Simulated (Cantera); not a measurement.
An isothermal, constant-pressure homogeneous reactor starts with NH₃ : H₂ = 1 : 1.4 (molar parts), at 1500 K and 1.01 bar.

Detailed kinetics in Cantera: the gas-phase N/H chemistry of the illustrative SiF4/NH3 mechanism in the Surface Chemkin manual (1991). Walls and surfaces, which speed up NH3 decomposition in real reactors, are not modelled.

### Question
Predict: x(NH₃) at 20.0 s; x(H₂) at 20.0 s; x(NH) at 20.0 s; x(NH₂) at 20.0 s.

### Answer
| Item | Result |
|---|---|
| x(NH₃) at 20.0 s | 0.347 (gas-phase equilibrium 1.87e-5) |
| x(H₂) at 20.0 s | 0.628 (gas-phase equilibrium 0.853) |
| x(NH) at 20.0 s | 2.60e-8 (gas-phase equilibrium 1.45e-12) |
| x(NH₂) at 20.0 s | 1.44e-5 (gas-phase equilibrium 7.86e-10) |
